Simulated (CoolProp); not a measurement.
A single-stage vapour-compression cycle with carbon dioxide: evaporating at 265.15 K (dew point), condensing at 295.15 K (bubble point), superheat 2 K, subcooling 0 K, compressor efficiency 0.9, no pressure losses. Each further row changes one setting.

The numbers come from the reference Helmholtz-energy equation of state, Span 1996 in CoolProp.

```
case                              cooling COP  pressure ratio  discharge temperature (K)  refrigerating effect (kJ/kg)  volumetric capacity (kJ/m³)
--------------------------------  -----------  --------------  -------------------------  ----------------------------  ---------------------------
as stated                                5.04            2.14                      325.5                           175                        13000
evaporating temperature 270.15 K         6.29            1.87                      319.9                           173                        15000
condensing temperature 290.15 K          6.62            1.90                      315.9                           191                        14200
subcooling 5 K                            [?]            2.14                      325.5                           194                        14400
superheat 12 K                           4.98            2.14                        [?]                           [?]                          [?]
compressor efficiency 0.8                4.48            2.14                      328.4                           175                        13000
```

**Question.** Some entries are withheld; supply them.

**Answer.** 
- subcooling 5 K, cooling COP: 5.60
- superheat 12 K, discharge temperature (K): 337.5
- superheat 12 K, refrigerating effect (kJ/kg): 189
- superheat 12 K, volumetric capacity (kJ/m³): 12800
